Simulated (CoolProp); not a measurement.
Saturation properties of chlorine.

The numbers come from the reference Helmholtz-energy equation of state, Thol 2021 in CoolProp.

```tsv
T (K)	p (kPa)	liquid density (kg/m³)	vapour density (kg/m³)
309.4	___	___	32.97
321	1376	1319	43.36
332.6	1783	1278	___
344.3	2274	___	72.22
355.9	2848	1188	91.86
367.5	3516	1136	116.3
379.1	4286	1079	147.5
390.8	5176	1010	189.2
402.4	6181	924.3	249.3
```

**Question.** Fill in the missing entries.

**Answer.** 
- 309.4, p (kPa): 1040
- 309.4, liquid density (kg/m³): 1357
- 332.6, vapour density (kg/m³): 56.21
- 344.3, liquid density (kg/m³): 1234

It boils at 239.2 K under 1 atm.
